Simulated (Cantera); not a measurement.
Feed: 1 mol SiH4, 61 mol H2, held at 2475 K and 41000 Pa.

Equilibrium computed with Cantera from the NASA thermochemical tables; the gas is ideal and each condensed phase is pure. Candidate condensed phases: Si; 9 gas species. Gases not in the tables: Si2H6 and higher silanes. Rates play no part.

Base state: H2 0.953, H 0.0343, Si 0.00959, SiH 0.00165, SiH2 0.000890, Si2 0.000247, Si3 4.30e-5 (mole fractions); condensed: Si(l).

**Question.** What changes in the equilibrium state with this change: pressure from 41000 Pa to 2200 Pa?

**Answer.** 
```tsv
species	before	after
H2	0.953	0.846
H	0.0343	0.140
Si	0.00959	0.0139
Si3	4.30e-5	3.78e-7
SiH2	0.000890	6.15e-5
Si(l), mol	0.174	0
```
